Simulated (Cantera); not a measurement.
What does this Cantera script print?

```python
import numpy as np
import cantera as ct

gas_names = """
    H HO2 H2 H2O H2O2 H2S H2SO4 O OH O2 O3 S SH SO SO2 SO3 S2 S2O S8
""".split()
cond_names = """
    H2O(s) H2O(L) H2SO4(L) S(cr1) S(cr2) S(L)
""".split()


# ... load() reads the species with a 1 bar reference pressure and builds the phases ...
atoms = {
    'SO2': {'S': 1, 'O': 2},
    'H2O': {'H': 2, 'O': 1},
    'H2': {'H': 2},
}
top_T = {}  # K; cautious upper limits of use, not melting points


# ... equilibrate(T, P, feed) seeds the gas with the atoms and calls Mixture.equilibrate('TP', solver="vcs", rtol=1e-11, max_steps=5000) ...
results = []
feed = {'SO2': 1, 'H2O': 0.054, 'H2': 4.5}  # mol
T = 2423.15  # K
for P in [10, 52, 280, 1400, 7600, 40000, 210000, 1100000, 5700000, 30000000]:
    mix = equilibrate(T, P, feed)
    results.append((T, P, feed, dict(zip(mix.species_names, mix.species_moles))))

top = {s: max(r[3][s] / sum(r[3][g] for g in gas_names) for r in results) for s in gas_names}
cols = sorted((s for s in top if top[s] > 0.001), key=lambda s: -top[s])[:6]
seen = [c for c in cond_names if any(r[3].get(c, 0) > 1e-12 for r in results)]
print("log10 of partial pressures in bar; condensed amounts in mol")
print(f"{'P/Pa':>10s}" + "".join(f"{s[:9]:>10s}" for s in cols + seen))
for T, P, feed, n in results:
    ng = sum(n[g] for g in gas_names)
    print(f"{P:10.4g}" + "".join(f"{np.log10(max(n[s] / ng * P / 1e5, 1e-99)):10.3f}" for s in cols)
          + "".join(f"{n.get(c, 0):10.4g}" for c in seen))
```

Result:

```
log10 of partial pressures in bar; condensed amounts in mol
      P/Pa         H        H2       H2O       H2S         O        SO
        10    -4.202    -4.902    -5.579    -9.358    -5.078    -5.349
        52    -3.662    -3.823    -4.281    -7.628    -4.859    -4.481
       280    -3.209    -2.917    -3.324    -6.000    -4.808    -3.707
      1400    -2.826    -2.151    -2.512    -4.626    -4.762    -3.054
      7600    -2.450    -1.399    -1.686    -3.349    -4.688    -2.454
     4e+04    -2.095    -0.688    -0.894    -2.201    -4.607    -1.935
   2.1e+05    -1.747     0.008    -0.122    -1.121    -4.531    -1.475
   1.1e+06    -1.405     0.692     0.634    -0.102    -4.458    -1.068
   5.7e+06    -1.070     1.362     1.376     0.841    -4.387    -0.723
     3e+07    -0.732     2.038     2.116     1.711    -4.322    -0.465
```

Method: chemical equilibrium by Gibbs-energy minimisation in Cantera with the NASA 1993 tables (ideal gas, pure condensed phases). The ideal-gas law is rough above about 30 bar.
